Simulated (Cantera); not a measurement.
Feed: 1 mol TEOS, 1.7 mol NO, held at 1075 K and 0.000210 bar.

Method: chemical equilibrium by Gibbs-energy minimisation in Cantera with the NASA 1993 tables (ideal gas, pure condensed phases). The feed counts by its element totals alone. Rates play no part.

```
species               before     after
-------------------  -------  --------
H2                     0.687     0.603
CO                     0.254     0.343
N2                    0.0584    0.0512
SiO                  3.65e-8  0.000824
H                    8.40e-7   0.00169
HCN                  3.18e-6  0.000261
C(graphite), mol        4.30      1.32
SiO2(β-quartz), mol    1.000         0
SiC(s), mol                0     0.986
```
Gas species are given as mole fractions.

**Question.** Name the change that produced these shifts.
(A) NO from 1.7 to 8.5 mol
(B) NO from 1.7 to 3.9 mol
(C) temperature from 1075 K to 1550 K
(D) temperature from 1075 K to 1675 K

**Answer.** C, temperature from 1075 K to 1550 K
